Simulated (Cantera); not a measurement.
Input: 1 mol trisilylamine, 4.4 mol N₂, 66 mol H₂, at 1250 K and 19.0 mbar.

Equilibrium computed with Cantera from the NASA thermochemical tables; the gas is ideal and each condensed phase is pure. Candidate condensed phases: Si, Si₃N₄; 18 gas species. The feed counts by its element totals alone. Rates play no part.

**Question.** What is the equilibrium state?

**Answer.** 
```
Item                                 Result
--------------------------------  ---------
x(H₂)                                 0.960
x(N₂)                                0.0395
x(H)                                3.44e-6
n(Si₃N₄(s))                        1.00 mol
gas amount                        73.40 mol
log10 activity of Si(s) (absent)      -2.52
```
